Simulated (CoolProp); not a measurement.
A closed Brayton cycle with nitrogen: compressor inlet 323.15 K and 2.9 MPa, high pressure 5.35 MPa, turbine inlet 675 K, compressor efficiency 0.8, turbine efficiency 0.85, recuperator effectiveness 0.95 (on enthalpy, no pinch check). Each further row changes one setting.

Computed with CoolProp (reference Helmholtz-energy equation of state, Span 2000).

| case | thermal efficiency (%) | net work (kJ/kg) | compressor to turbine work | compressor exit (K) | turbine exit (K) |
|---|---|---|---|---|---|
| as stated | 15.2 | 16.7 | 0.83 | 400.8 | 585.9 |
| turbine inlet 625 K | [?] | [?] | [?] | 400.8 | [?] |
| compressor inlet 333.15 K | 12.9 | [?] | 0.86 | [?] | 585.9 |
| high pressure 4.55 MPa | 17.5 | 15.3 | 0.79 | 378.9 | 608.2 |
| recuperator effectiveness 0.5 | 8.4 | 16.7 | 0.83 | 400.8 | 585.9 |

Question: Complete the blanks.

Answer: 
- turbine inlet 625 K, thermal efficiency (%): 9.3
- turbine inlet 625 K, net work (kJ/kg): 9.36
- turbine inlet 625 K, compressor to turbine work: 0.90
- turbine inlet 625 K, turbine exit (K): 541.7
- compressor inlet 333.15 K, net work (kJ/kg): 14.0
- compressor inlet 333.15 K, compressor exit (K): 413.1
